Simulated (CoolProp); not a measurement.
Computed with CoolProp (reference Helmholtz-energy equation of state, Thol 2015).

### Question
Give the vapour pressure (MPa), liquid density (kg/m³), vapour density (kg/m³), enthalpy of vaporisation (kJ/kg) of saturated octamethylcyclotetrasiloxane (D4) at 111.75, 128.75, 137.25 °C.

### Answer
```json
[
 {"T (°C)": "111.75", "p (MPa)": "0.0139", "liquid density (kg/m³)": "849", "vapour density (kg/m³)": "1.31", "enthalpy of vaporisation (kJ/kg)": "155"},
 {"T (°C)": "128.75", "p (MPa)": "0.0256", "liquid density (kg/m³)": "828", "vapour density (kg/m³)": "2.33", "enthalpy of vaporisation (kJ/kg)": "148"},
 {"T (°C)": "137.25", "p (MPa)": "0.0338", "liquid density (kg/m³)": "817", "vapour density (kg/m³)": "3.04", "enthalpy of vaporisation (kJ/kg)": "145"}
]
```
